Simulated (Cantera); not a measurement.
A closed system holds: 1 mol Pb, 7.3 mol H₂O, 5.3 mol N₂, 19 mol NH₃, equilibrated at 1400 K and 1350 Torr.

Cantera equilibrium calculation (NASA polynomials, part measured and part estimated; ideal gas, pure solids and liquids). Candidate condensed phases: H₂O, Pb, PbO, PbO₂, Pb₃O₄; 27 gas species. The numbers say what is thermodynamically allowed, not how fast it happens.

Base state: H₂ 0.560, N₂ 0.291, H₂O 0.144, Pb 0.00484, NH₃ 3.49e-5 (mole fractions); condensed: Pb(l).

Problem. What changes in the equilibrium state with this change: pressure from 1350 Torr to 100 Torr?

Solution. 
```
species      before    after
----------  -------  -------
H₂            0.560    0.552
N₂            0.291    0.287
H₂O           0.144    0.141
Pb          0.00484   0.0194
NH₃         3.49e-5  2.51e-6
Pb(l), mol    0.754        0
```

Problem. What changes in the equilibrium state with this change: temperature from 1400 K to 773 K?

Solution. 
| species | before | after |
|---|---|---|
| H₂ | 0.560 | 0.562 |
| N₂ | 0.291 | 0.292 |
| H₂O | 0.144 | 0.145 |
| Pb | 0.00484 | 1.28e-8 |
| NH₃ | 3.49e-5 | 0.00162 |
| Pb(l), mol | 0.754 | 1.000 |

Problem. What changes in the equilibrium state with this change: temperature from 1400 K to 1848 K?

Solution. 
| species | before | after |
|---|---|---|
| H₂ | 0.560 | 0.552 |
| N₂ | 0.291 | 0.287 |
| H₂O | 0.144 | 0.141 |
| Pb | 0.00484 | 0.0194 |
| H | 2.71e-6 | 0.000294 |
| PbO | 2.34e-7 | 1.23e-5 |
| NH₃ | 3.49e-5 | 1.05e-5 |
| Pb(l), mol | 0.754 | 0 |
